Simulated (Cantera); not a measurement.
An adiabatic, constant-pressure homogeneous reactor starts with 7.27 % CO, 4.58 % H2, 18.5 % O2, 69.6 % N2, equivalence ratio 0.32, at 1775 K and 5.00 bar.

Computed with Cantera and GRI-Mech 3.0 (53 species, 325 reactions). The hydrogen kinetics of GRI-Mech 3.0 are dated; newer H2 mechanisms differ, most at raised pressure.

x: mole fraction; the columns are a selection and need not sum to one.

| t (s) | T (K) | x CO | x H2 | x O2 | x NO | x CO2 | x H2O2 |
|---|---|---|---|---|---|---|---|
| 2.00e-6 | 1787 | 0.0711 | 0.0282 | 0.173 | 1.26e-7 | 0.00161 | [?] |
| 4.31e-6 | 1970 | 0.0526 | 0.00242 | 0.143 | 1.25e-5 | 0.0211 | [?] |
| 9.28e-6 | 2189 | 0.0292 | 0.00220 | 0.134 | 4.40e-5 | 0.0456 | [?] |
| 2.00e-5 | 2379 | 0.0156 | 0.00140 | 0.132 | 0.000119 | 0.0602 | [?] |
| 4.31e-5 | 2497 | 0.00825 | 0.000724 | 0.132 | 0.000271 | 0.0682 | [?] |
| 9.28e-5 | 2545 | 0.00482 | 0.000453 | 0.132 | 0.000523 | 0.0719 | 2.72e-7 |
| 0.000200 | 2551 | 0.00432 | 0.000418 | 0.132 | 0.000989 | 0.0725 | 2.83e-7 |
| 0.000431 | 2549 | 0.00429 | 0.000416 | 0.132 | 0.00195 | 0.0725 | 2.82e-7 |
| 0.000928 | 2546 | 0.00424 | 0.000411 | 0.131 | 0.00385 | 0.0726 | 2.79e-7 |
| 0.00200 | 2540 | 0.00414 | 0.000403 | 0.129 | 0.00726 | 0.0727 | 2.75e-7 |
| 0.00431 | 2532 | 0.00401 | 0.000392 | 0.127 | 0.0121 | 0.0728 | 2.68e-7 |
| 0.00928 | 2525 | 0.00390 | 0.000383 | 0.125 | 0.0162 | 0.0730 | 2.63e-7 |
| 0.0200 | 2522 | 0.00386 | 0.000380 | 0.124 | 0.0176 | 0.0730 | 2.61e-7 |
| 0.0431 | 2522 | 0.00386 | 0.000379 | 0.124 | 0.0177 | 0.0730 | 2.61e-7 |
| 0.0928 | 2522 | 0.00386 | 0.000379 | 0.124 | 0.0177 | 0.0730 | 2.61e-7 |
| 0.200 | 2522 | 0.00386 | 0.000379 | 0.124 | 0.0177 | 0.0730 | 2.61e-7 |

Question: Complete the blanks.

Answer: 
- 2.00e-6, x H2O2: 1.06e-6
- 4.31e-6, x H2O2: 8.19e-7
- 9.28e-6, x H2O2: 4.39e-7
- 2.00e-5, x H2O2: 2.64e-7
- 4.31e-5, x H2O2: 2.28e-7
